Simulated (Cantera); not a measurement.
Mixture: 24.9 % H₂, 15.8 % O₂, 59.3 % N₂, at 6300 Torr, adiabatic and at constant pressure. Ignition delay is the time to a rise of 400 K.

Cantera simulation using GRI-Mech 3.0 (53 species, 325 reactions); the numbers are that mechanism's predictions, not measurements. The hydrogen kinetics of GRI-Mech 3.0 are dated; newer H2 mechanisms differ, most at raised pressure.

Q: Predict: delay at 975 K; delay at 1075 K; delay at 1175 K; delay at 1275 K; delay at 1375 K; delay at 1475 K; delay at 1575 K; apparent activation energy between 1375 and 1575 K.

A: delay at 975 K: 19.5 ms
delay at 1075 K: 1.72 ms
delay at 1175 K: 0.100 ms
delay at 1275 K: 6.58 µs
delay at 1375 K: 3.04 µs
delay at 1475 K: 1.92 µs
delay at 1575 K: 1.38 µs
apparent activation energy between 1375 and 1575 K: 71 kJ/mol
